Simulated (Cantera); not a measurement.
Feed: 1 mol n-butane, 0.11 mol O2, equilibrated at 5.20 bar.

Equilibrium computed with Cantera from the NASA thermochemical tables; the gas is ideal and each condensed phase is pure. Candidate condensed phases: C, C6H6, C7H8, C8H18, H2O; 110 gas species. Kinetics and transport are ignored.

x: gas mole fraction; n: condensed amount in mol.

```
T (°C)   x H2    x CO       x H  x C2H2 (acetylene)     x CH4  n C(graphite)
------  -----  ------  --------  ------------------  --------  -------------
1202    0.944  0.0423   5.53e-6             6.29e-6    0.0135           3.71
1302    0.949  0.0423   1.78e-5             2.00e-5   0.00852           3.74
1402    0.952  0.0423         …                   …         …           3.75
1502    0.953  0.0422  0.000124            0.000136   0.00396           3.76
1602    0.954  0.0422  0.000281            0.000302   0.00287           3.76
1702    0.954  0.0422  0.000586            0.000620   0.00215           3.76
1802    0.954  0.0422   0.00114             0.00118   0.00166           3.76
1902    0.952  0.0421   0.00209             0.00213   0.00131           3.75
2002    0.949  0.0421   0.00363             0.00362   0.00105           3.74
2102    0.945  0.0421   0.00601             0.00587  0.000863           3.71
2202    0.938  0.0420         …                   …         …           3.68
2302    0.929  0.0419    0.0146              0.0137  0.000599           3.63
2402    0.916  0.0417    0.0217              0.0197  0.000504           3.56
```

Problem. Complete the blanks.

Solution. 
- 2202, x H: 0.00956
- 2202, x C2H2 (acetylene): 0.00913
- 2202, x CH4: 0.000716
- 1402, x H: 4.97e-5
- 1402, x C2H2 (acetylene): 5.53e-5
- 1402, x CH4: 0.00568
